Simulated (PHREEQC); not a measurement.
Consider water at 25 °C with 0.93 mol/kgw KH2PO4, 0.0072 mol/kgw NaF and 0.0028 mol/kgw KCl. Closed to the air; pH follows from the charge balance.

All values are PHREEQC results (ion-association model, wateq4f.dat), not measurements.

```
Property                   Value
-----------------  -------------
pH                          4.22
ionic strength     0.943 mol/kgw
activity of water          0.968
```

| species | molality | activity | log γ |
|---|---|---|---|
| K+ | 0.932 | 0.562 | -0.220 |
| H2PO4- | 0.921 | 0.606 | -0.182 |
| Na+ | 0.00718 | 0.00512 | -0.147 |
| F- | 0.00688 | 0.00401 | -0.234 |
| H3PO4 | 0.00431 | 0.00535 | 0.094 |
| HPO4-2 | 0.00364 | 0.000627 | -0.763 |
| Cl- | 0.00280 | 0.00169 | -0.220 |
| KHPO4- | 0.00104 | 0.000687 | -0.182 |
| HF | 0.000291 | 0.000361 | 0.094 |
| H+ | 8.06e-5 | 6.00e-5 | -0.128 |
| HF2- | 9.54e-6 | 5.56e-6 | -0.234 |
| NaF | 9.52e-6 | 1.18e-5 | 0.094 |
| NaHPO4- | 9.51e-6 | 6.26e-6 | -0.182 |
| H2F2 | 2.74e-7 | 3.40e-7 | 0.094 |

No solid was allowed to form. Ionic strength above about 0.7 mol/kgw puts this run outside the model's range. H3PO4, which wateq4f.dat lacks, is added to it with the constant of phreeqc.dat.
